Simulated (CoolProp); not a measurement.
Saturation properties of water (Tc = 647.1 K, pc = 220.6 bar, ω = 0.344).

Computed with CoolProp (reference Helmholtz-energy equation of state, Wagner 2002).

| T (K) | p (bar) | liquid density (kg/m³) | liquid cp (kJ/(kg K)) | vapour Z | liquid viscosity (µPa s) | vapour viscosity (µPa s) |
|---|---|---|---|---|---|---|
| 385 | 1.525 | 949.5 | 4.231 | 0.9797 | 250 | 12.6 |
| 393.1 | 1.984 | 943.1 | 4.243 | 0.9759 | 232 | 12.9 |
| 401.2 | 2.549 | 936.5 | 4.258 | 0.9715 | 216 | 13.2 |
| 409.3 | 3.238 | 929.5 | 4.274 | 0.9666 | 203 | 13.5 |
| 417.4 | 4.072 | 922.3 | 4.293 | 0.9611 | 190 | 13.8 |
| 425.4 | 5.056 | 914.9 | 4.313 | 0.9551 | 180 | 14.0 |
| 433.5 | 6.238 | 907.1 | 4.336 | 0.9485 | 170 | 14.3 |
| 441.6 | 7.629 | 899.0 | 4.362 | 0.9411 | 161 | 14.6 |
| 449.7 | 9.257 | 890.7 | 4.392 | 0.9331 | 153 | 14.9 |
| 457.8 | 11.15 | 882.0 | 4.424 | 0.9244 | 146 | 15.1 |

It boils at 373.1 K under 1 atm.

Viscosity comes from a separate model (Huber 2009).
